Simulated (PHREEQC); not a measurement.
Make-up at 25 °C: 0.19 mol/kgw NaBr, 0.0042 mol/kgw Na2SO4 and 0.16 mol/kgw KBr. Closed to the air; pH follows from the charge balance.

All values are PHREEQC results (ion-association model, phreeqc.dat), not measurements.

This is a speciation only: nothing precipitates in the calculation.

**Question.** Predict the activity of water.

**Answer.** activity of water 0.988.

**Question.** In which forms is S present?

**Answer.** SO4-2 67 %, KSO4- 17 %, NaSO4- 16 % of the S.
